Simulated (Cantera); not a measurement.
Feed: 1 mol C6H6, 0.35 mol NH3, 28 mol N2, held at 10.0 Torr.

Equilibrium computed with Cantera from the NASA thermochemical tables; the gas is ideal and each condensed phase is pure. Candidate condensed phases: C, C6H6, C7H8, C8H18; 92 gas species. Kinetics and transport are ignored.

Q: At 2675 °C, list the 5 most abundant gas species with their mole fractions, and the condensed phases.

A: N2 0.779, H 0.144, HCN 0.0199, CN 0.0184, H2 0.0152. Condensed: C(graphite).
